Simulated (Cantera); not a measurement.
**Gas activation for diamond growth**

A perfectly stirred reactor is fed with 4.39 % CH4, 95.5 % H2, 0.0955 % O2, equivalence ratio 590, at 0.0460 bar; it is held at 2825 K, and followed from long to short residence time.

Model: GRI-Mech 3.0 (53 species, 325 reactions), integrated in Cantera. GRI-Mech 3.0 stops at C3 and has no aromatics, soot or wall deposition, so with more carbon than oxygen in the feed, carbon stays in small species such as C2H2 where larger ones or solid carbon would form. Radical loss at walls, strong at low pressure, is not modelled.

```
τ (s)      x CH4   x H2      x O2   x C2H4   x CH2CO     x CH2
------  --------  -----  --------  -------  --------  --------
14       1.50e-6  0.645  1.32e-10  1.21e-7  2.19e-11   1.18e-5
6.3      1.53e-6  0.646  2.94e-10  1.22e-7  2.72e-11   1.20e-5
2.8      1.61e-6  0.647  6.64e-10  1.23e-7  3.95e-11   1.25e-5
1.3      1.78e-6  0.650   1.45e-9  1.27e-7  6.57e-11   1.34e-5
0.57     2.20e-6  0.657   3.37e-9  1.34e-7  1.33e-10   1.54e-5
0.26     3.18e-6  0.670   7.77e-9  1.52e-7  2.96e-10   1.93e-5
0.12     5.78e-6  0.696   1.86e-8  1.94e-7  7.59e-10   2.70e-5
0.052    1.61e-5  0.746   5.37e-8  3.30e-7   2.69e-9   4.35e-5
0.023    6.42e-5  0.813   1.77e-7  7.92e-7   1.22e-8   7.36e-5
0.011   0.000231  0.863   5.48e-7  2.06e-6   4.79e-8  0.000112
0.0047  0.000756  0.896   1.84e-6  5.90e-6   1.59e-7  0.000164
```
x: mole fraction; the columns are a selection and need not sum to one.
